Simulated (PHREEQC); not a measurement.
2.2 g of hydrous ferric oxide (600 m²/g; 0.2 weak and 0.005 strong sites per Fe, Dzombak-Morel constants, diffuse double layer) in 1 kg of water with 0.01 mol/kgw of an inert sodium salt and 0.024 mmol/kgw Na2SeO4, at 25 °C; the pH is set by adding NaOH or the inert anion's acid. O2 is buffered at 0.21 atm. No CO2 enters from the air. Nothing may precipitate in this run.

Model: ion-association model, wateq4f.dat, run in PHREEQC.

| pH | Se sorbed (%) | surface charge σ (C/m²) | surface potential ψ (mV) |
|---|---|---|---|
| 3 | 100.0 | 0.327 | 199 |
| 3.5 | 100.0 | 0.280 | 193 |
| 4 | 100.0 | 0.221 | 183 |
| 4.5 | 100.0 | 0.163 | 168 |
| 5 | 99.9 | 0.115 | 151 |
| 5.5 | 99.8 | 0.077 | 131 |
| 6 | 98.8 | 0.049 | 109 |
| 6.5 | 92.9 | 0.030 | 85 |
| 7 | 64.2 | 0.017 | 60 |
| 7.5 | 18.6 | 0.008 | 33 |
| 8 | 2.6 | 0.001 | 6 |
| 8.5 | 0.3 | -0.005 | -22 |
| 9 | 0.0 | -0.013 | -49 |
| 9.5 | 0.0 | -0.024 | -75 |
| 10 | 0.0 | -0.041 | -100 |
| 10.5 | 0.0 | -0.066 | -122 |
| 11 | 0.0 | -0.101 | -142 |

The oxide is taken as insoluble; below pH 4 it would dissolve.
